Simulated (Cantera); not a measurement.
Input (Python, Cantera) and output of one run.

```python
import numpy as np
import cantera as ct

gas_names = """
    Fe FeO Fe(OH)2 H HO2 H2 H2O H2O2 O OH O2 O3
""".split()
cond_names = """
    Fe(a) Fe(c) Fe(d) Fe(L) FeO(s) FeO(L) Fe(OH)2(s) Fe(OH)3(s) Fe2O3(s) Fe3O4(s) H2O(s) H2O(L)
""".split()


# ... load() reads the species with a 1 bar reference pressure and builds the phases ...
atoms = {
    'Fe3O4': {'Fe': 3, 'O': 4},
    'H2': {'H': 2},
    'H2O': {'H': 2, 'O': 1},
}
top_T = {'Fe2O3(s)': 1830, 'Fe3O4(s)': 1870}  # K; cautious upper limits of use, not melting points


# ... equilibrate(T, P, feed) seeds the gas with the atoms and calls Mixture.equilibrate('TP', solver="vcs", rtol=1e-11, max_steps=5000) ...
results = []
feed = {'Fe3O4': 1, 'H2': 450, 'H2O': 0.64}  # mol
T = 2150  # K
P = 1100  # Pa
mix = equilibrate(T, P, feed)
results.append((T, P, feed, dict(zip(mix.species_names, mix.species_moles))))
print(gas.report(threshold=1e-06))
for i in range(1, mix.n_phases):
    print(f"{mix.phase(i).name:16s} {mix.phase_moles(i):12.5e} mol")
```

It prints:

```
       temperature   2150 K
          pressure   1100 Pa
           density   0.00015298 kg/m^3
  mean mol. weight   2.486 kg/kmol
   phase of matter   gas

                          1 kg             1 kmol
                     ---------------   ---------------
          enthalpy        2.6675e+07        6.6315e+07  J
   internal energy        1.9485e+07        4.8439e+07  J
           entropy             92619        2.3025e+05  J/K
    Gibbs function       -1.7245e+08       -4.2872e+08  J
 heat capacity c_p             13777             34250  J/K
 heat capacity c_v             10433             25936  J/K

                      mass frac. Y      mole frac. X     chem. pot. / RT
                     ---------------   ---------------   ---------------
                Fe           0.14561         0.0064819           -11.246
               FeO        5.5097e-05        1.9065e-06           -37.405
                 H          0.015845          0.039079            -12.14
                H2           0.76586           0.94441            -24.28
               H2O          0.072259         0.0099715           -50.439
                 O        1.0001e-05         1.554e-06           -26.159
                OH        0.00036454        5.3287e-05           -38.299
     [   +5 minor]        3.3005e-07        1.3612e-08

Fe(L)             0.00000e+00 mol
FeO(L)            0.00000e+00 mol
```

Method: chemical equilibrium by Gibbs-energy minimisation in Cantera with the NASA 1993 tables (ideal gas, pure condensed phases).
